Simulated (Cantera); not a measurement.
Charge: 1 mol TiO2, 12 mol Cl2, 0.16 mol O2, held at 0.000220 bar.

Cantera equilibrium calculation (NASA polynomials, part measured and part estimated; ideal gas, pure solids and liquids). Candidate condensed phases: Ti, TiCl2, TiCl3, TiCl4, TiO, TiO2, Ti2O3, Ti3O5, Ti4O7; 15 gas species. Kinetics and transport are ignored.

x: gas mole fraction; n: condensed amount in mol.

```tsv
T (°C)	x Cl	x Cl2	x O2	x TiCl4	x O	x TiOCl2	n TiO2(rutile)
1102	0.758	0.232	0.00919	?	4.11e-6	3.43e-6	0.980
1127	0.811	0.179	0.00867	?	5.94e-6	5.00e-6	0.982
1152	0.855	0.136	0.00820	?	8.47e-6	6.99e-6	0.985
1177	0.889	0.102	0.00781	?	1.20e-5	9.43e-6	0.988
1202	0.916	0.0761	0.00750	?	1.68e-5	1.23e-5	0.991
1227	0.936	0.0565	0.00726	?	2.33e-5	1.57e-5	0.993
1252	0.951	0.0418	0.00708	?	3.21e-5	1.95e-5	0.995
1277	0.962	0.0311	0.00695	?	4.40e-5	2.38e-5	0.996
1302	0.970	0.0232	0.00685	?	5.97e-5	2.87e-5	0.997
1327	0.976	0.0173	0.00678	?	8.05e-5	3.42e-5	0.997
1352	0.980	0.0131	0.00672	?	0.000108	4.03e-5	0.998
1377	0.983	0.00991	0.00667	?	0.000143	4.71e-5	0.998
1402	0.986	0.00756	0.00663	?	0.000187	5.47e-5	0.998
```

Some entries are withheld; supply them.


- 1102, x TiCl4: 0.00103
- 1127, x TiCl4: 0.000858
- 1152, x TiCl4: 0.000681
- 1177, x TiCl4: 0.000519
- 1202, x TiCl4: 0.000382
- 1227, x TiCl4: 0.000275
- 1252, x TiCl4: 0.000194
- 1277, x TiCl4: 0.000136
- 1302, x TiCl4: 9.49e-5
- 1327, x TiCl4: 6.61e-5
- 1352, x TiCl4: 4.62e-5
- 1377, x TiCl4: 3.25e-5
- 1402, x TiCl4: 2.29e-5
